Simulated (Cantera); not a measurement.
FeS + H2 + H2O (hydrogen reduction and annealing atmospheres)

Charge: 1 mol FeS, 5.3 mol H2, 0.11 mol H2O, at 11.0 mbar.

Method: chemical equilibrium by Gibbs-energy minimisation in Cantera with the NASA 1993 tables (ideal gas, pure condensed phases). Candidate condensed phases: Fe, FeO, Fe(OH)2, Fe(OH)3, FeS, FeSO4, FeS2, Fe2O3, Fe2(SO4)3, Fe3O4, H2O, H2SO4, S; 22 gas species. Metal and sulfide melt together well below either melting point, which pure phases cannot show. Mutual solubility and eutectic melting of coexisting phases are not modelled. FeS: taken at fixed stoichiometry. Gases not in the tables: S3 to S7. The numbers say what is thermodynamically allowed, not how fast it happens.

```
T (K)   x H2   x H2O     x H2S      x S2  n Fe(α)  n FeS(s)  n Fe(γ)  n FeS(l)
-----  -----  ------  --------  --------  -------  --------  -------  --------
875    0.979  0.0203  0.000351  2.90e-11  0.00190     0.998        0         0
975    0.979  0.0203  0.000880   2.29e-9  0.00476     0.995        0         0
1075   0.978  0.0203   0.00188   8.25e-8   0.0102     0.990        0         0
1175   0.976  0.0203   0.00357   1.66e-6   0.0194     0.981        0         0
1275   0.973  0.0203   0.00612   2.10e-5        0     0.966   0.0335         0
1375   0.970  0.0203   0.00961  0.000181        0     0.945   0.0546         0
1475   0.964  0.0203    0.0137   0.00109        0         0   0.0888     0.911
```
x: gas mole fraction; n: condensed amount in mol.

From 875 K to 1175 K the condensed part is Fe(α) + FeS(s). From 1275 K to 1375 K the condensed part is Fe(γ) + FeS(s). At 1475 K the condensed part is Fe(γ) + FeS(l).
